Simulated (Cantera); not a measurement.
An isothermal, constant-pressure homogeneous reactor starts with CH4 : H2O : H2 = 4.6 : 1.5 : 1.4 (molar parts), at 1675 K and 10.0 bar.

Cantera simulation using GRI-Mech 3.0 (53 species, 325 reactions); the numbers are that mechanism's predictions, not measurements. GRI-Mech 3.0 stops at C3 and has no aromatics, soot or wall deposition, so with more carbon than oxygen in the feed, carbon stays in small species such as C2H2 where larger ones or solid carbon would form.

Task: Predict: x(CH4) at 2.00 s; x(H2O) at 2.00 s; x(H2) at 2.00 s; x(C2H6) at 2.00 s; x(CH2) at 2.00 s.

Result: 
| Property | Result |
|---|---|
| x(CH4) at 2.00 s | 0.165 (gas-phase equilibrium 0.162) |
| x(H2O) at 2.00 s | 0.00645 (gas-phase equilibrium 1.47e-5) |
| x(H2) at 2.00 s | 0.648 (gas-phase equilibrium 0.655) |
| x(C2H6) at 2.00 s | 0.000263 (gas-phase equilibrium 0.000252) |
| x(CH2) at 2.00 s | 7.25e-9 (gas-phase equilibrium 6.92e-9) |
